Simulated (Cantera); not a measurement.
A closed system holds: 1 mol PbO, 7.3 mol N2, 0.37 mol CO, equilibrated at 13.0 mbar.

Cantera equilibrium calculation (NASA polynomials, part measured and part estimated; ideal gas, pure solids and liquids). Candidate condensed phases: C, Pb, PbO, PbO2, Pb3O4; 27 gas species. Each liquid is taken as pure. Mutual solubility and eutectic melting of coexisting phases are not modelled. Gases not in the tables: (PbO)n polymers. The numbers say what is thermodynamically allowed, not how fast it happens.

x: gas mole fraction; n: condensed amount in mol.

```tsv
T (K)	x N2	x PbO	x CO2	x Pb	n Pb(l)	n PbO(yellow)	n PbO(l)
1025	0.950	5.27e-5	0.0481	0.00214	?	0.630	0
1075	0.946	0.000237	0.0479	0.00584	?	0.628	0
1125	0.937	0.000927	0.0475	0.0146	?	0.623	0
1175	0.917	0.00310	0.0465	0.0335	?	0	0.605
1225	0.900	0.00868	0.0456	0.0456	0	0	0.560
1275	0.888	0.0223	0.0450	0.0450	0	0	0.446
1325	0.859	0.0531	0.0435	0.0439	0	0	0.176
1375	0.841	0.0710	0.0426	0.0442	0	0	0
1425	0.841	0.0695	0.0426	0.0457	0	0	0
```

Problem. Some entries are withheld; supply them.

Solution. 
- 1025, n Pb(l): 0.354
- 1075, n Pb(l): 0.325
- 1125, n Pb(l): 0.257
- 1175, n Pb(l): 0.103
